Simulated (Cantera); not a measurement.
A perfectly stirred reactor is fed with N₂O : H₂ : N₂ = 1 : 0.0025 : 3.7 (molar parts), at 20.0 Torr; it is held at 1448 K, and followed from long to short residence time.

Detailed kinetics in Cantera: GRI-Mech 3.0 (53 species, 325 reactions). GRI-Mech 3.0 was tuned for natural gas; its chemistry of N2O as a main component is partial and can be far from experiment. Radical loss at walls, strong at low pressure, is not modelled. The temperature is held fixed by assumption; the heat of reaction is taken as removed at once.

```
quantity                 before     after
---------------------  --------  --------
x(N₂O) at τ = 1.10 s      0.108    0.0745
x(H₂) at τ = 1.10 s     1.24e-5   7.86e-6
x(H) at τ = 1.10 s      1.65e-7   3.19e-7
x(OH) at τ = 1.10 s     2.70e-5   3.57e-5
x(HO₂) at τ = 1.10 s    8.92e-8   7.24e-8
x(N₂O) at τ = 34.0 ms     0.206     0.201
x(H₂) at τ = 34.0 ms   0.000194  0.000145
x(H) at τ = 34.0 ms     5.42e-7   6.46e-7
x(OH) at τ = 34.0 ms    4.45e-5   5.85e-5
x(HO₂) at τ = 34.0 ms   2.45e-6   2.26e-6
```

### Question
What was changed between the two runs?
A. temperature 1448 to 1500 K
B. temperature 1448 to 1150 K
C. pressure from 20.0 Torr to 0.440 bar
D. pressure from 20.0 Torr to 75.0 Torr

### Answer
A, temperature 1448 to 1500 K
